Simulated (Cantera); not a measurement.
An adiabatic, constant-volume homogeneous reactor starts with CH₄ : CO : O₂ : N₂ = 1 : 0.8 : 2.4 : 13.2 (molar parts), equivalence ratio 1.0, at 1150 K and 10.0 bar. Integrator tolerance rtol = 1e-08.

Cantera simulation using GRI-Mech 3.0 (53 species, 325 reactions); the numbers are that mechanism's predictions, not measurements.

```
quantity                                                            before                                  after
---------------------------------  ---------------------------------------  -------------------------------------
time of steepest temperature rise                                  22.4 ms                                0.177 s
temperature at 5.00 s                                               2756 K                                 2635 K
equilibrium temperature                                             2756 K                                 2635 K
x(CH₄) at 5.00 s                     <1e-12 (gas-phase equilibrium <1e-12)  <1e-12 (gas-phase equilibrium <1e-12)
x(CO) at 5.00 s                      0.0229 (gas-phase equilibrium 0.0229)  0.0309 (gas-phase equilibrium 0.0309)
x(O₂) at 5.00 s                    0.00846 (gas-phase equilibrium 0.00846)  0.0127 (gas-phase equilibrium 0.0127)
x(C₂H₂) at 5.00 s                    <1e-12 (gas-phase equilibrium <1e-12)  <1e-12 (gas-phase equilibrium <1e-12)
x(CH₂CO) at 5.00 s                   <1e-12 (gas-phase equilibrium <1e-12)  <1e-12 (gas-phase equilibrium <1e-12)
```

What was changed between the two runs?
A. pressure from 10.0 bar to 0.310 bar
B. pressure from 10.0 bar to 1.00 bar
C. pressure from 10.0 bar to 5.80 bar
D. CO 0.8 to 1.6 parts

B, pressure from 10.0 bar to 1.00 bar
